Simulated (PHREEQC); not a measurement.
Solution (31 °C): 0.14 mol/kgw HF and 0.09 mol/kgw CuSO4. Closed to the air; pH follows from the charge balance.

Equilibrium calculation in PHREEQC: ion-association model, wateq4f.dat.

* **pH**: 2.20
* **ionic strength**: 0.198 mol/kgw
* **total alkalinity**: -140 meq/kg

| species | molality | activity | log γ |
|---|---|---|---|
| HF | 0.0848 | 0.0888 | 0.020 |
| Cu+2 | 0.0487 | 0.0158 | -0.488 |
| SO4-2 | 0.0406 | 0.0118 | -0.537 |
| CuSO4 | 0.0379 | 0.0397 | 0.020 |
| H2F2 | 0.0158 | 0.0165 | 0.020 |
| F- | 0.0118 | 0.00835 | -0.152 |
| HSO4- | 0.0115 | 0.00834 | -0.138 |
| H+ | 0.00798 | 0.00636 | -0.099 |

Precipitation was switched off in this run. wateq4f.dat counts part of the HF as a dimer, H2F2, which phreeqc.dat doesn't know; its constant is uncertain.
